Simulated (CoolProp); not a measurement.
n-pentane at 293.15 K and 0.0114 MPa flows at 0.22 m/s in a round tube of 20 mm bore and 45 µm roughness, fully developed (64/Re and Nu = 3.66 if laminar; Colebrook and Gnielinski if turbulent). Each further row changes one setting.

The numbers come from the reference Helmholtz-energy equation of state, Thol 2019 in CoolProp.

| case | Reynolds number | Darcy friction factor | pressure drop (Pa/m) | heat-transfer coefficient (W/(m² K)) | mass flow (kg/h) |
|---|---|---|---|---|---|
| as stated | 225 | 0.285 | 0.117 | 2.55 | 0.0844 |
| velocity 0.44 m/s | 449 | 0.142 | 0.234 | 2.55 | 0.169 |
| diameter 40 mm | 449 | 0.142 | 0.0293 | 1.28 | 0.338 |

Viscosity comes from a separate model (Quiñones-Cisneros 2006), older than the equation that it now runs on, and unchecked against measurements. Thermal conductivity comes from a separate model (Vassiliou 2015).
